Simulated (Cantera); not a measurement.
Input (Python, Cantera):

```python
import numpy as np
import cantera as ct

gas = ct.Solution("gri30.yaml")


def delay(T, t_max=10):
    gas.TPX = T, 400000, {'CH4': 1, 'O2': 3.92, 'N2': 20}
    reactor = ct.IdealGasReactor(gas, clone=False)
    net = ct.ReactorNet([reactor])
    net.rtol, net.atol = 1e-8, 1e-16
    while net.time < t_max:
        t_old, T_old = net.time, reactor.T
        net.step()
        if reactor.T > T + 400:  # ignition: a rise of 400 K
            return t_old + (T + 400 - T_old) / (reactor.T - T_old) * (net.time - t_old)
    return np.nan


taus = []
for T in [1275, 1350, 1425, 1500, 1575, 1650, 1725, 1800]:
    taus.append(delay(T))
    print(f"T0 = {T:6g} K   tau = {taus[-1]:.4e} s")
```

Output:

```
T0 =   1275 K   tau = 4.4631e-03 s
T0 =   1350 K   tau = 1.8476e-03 s
T0 =   1425 K   tau = 8.1602e-04 s
T0 =   1500 K   tau = 3.8458e-04 s
T0 =   1575 K   tau = 1.9385e-04 s
T0 =   1650 K   tau = 1.0457e-04 s
T0 =   1725 K   tau = 6.0156e-05 s
T0 =   1800 K   tau = 3.6660e-05 s
```

Computed with Cantera and GRI-Mech 3.0 (53 species, 325 reactions).
